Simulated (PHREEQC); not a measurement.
Dissolve 0.028 mol/kgw NH4HF2, 0.0004 mol/kgw (NH4)2SiF6 and 3.8e-05 mol/kgw HCl at 20 °C. Closed to the air; pH follows from the charge balance.

Equilibrium calculation in PHREEQC: ion-association model, wateq4f.dat.

This is a speciation only: nothing precipitates in the calculation.

Order these F species by the share of F that they hold, largest first: F-, HF2-, H2F2, HF, SiF6-2.

F- (46 %), HF (38 %), HF2- (7.4 %), H2F2 (5.2 %), SiF6-2 (4.1 %)

The pH is 3.14 and the ionic strength 0.0300 mol/kgw. Species that the database lacks are ignored. wateq4f.dat counts part of the HF as a dimer, H2F2, which phreeqc.dat doesn't know; its constant is uncertain. SiF6-2 is the database's only silicon fluoride.
